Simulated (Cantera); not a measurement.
A closed system holds: 1 mol (CH3)2SiCl2, 0.33 mol HCl, 9.7 mol H2, equilibrated at 1950 K.

These are equilibrium values from Cantera (NASA tables, ideal gas, pure condensed phases), not measurements of a reactor. Candidate condensed phases: C, C6H6, C7H8, C8H18, Si, SiC; 109 gas species. The feed counts by its element totals alone. The tables' values for SiCl are old estimates; treat these amounts as uncertain. Rates play no part.

Task: At 3.20 mbar, list the 6 most abundant gas species with their mole fractions, and the condensed phases.

Result: H2 0.820, HCl 0.155, H 0.0183, SiCl2 0.00337, Cl 0.00260, C2H2 (acetylene) 0.000448. Condensed: C(graphite) + SiC(s).
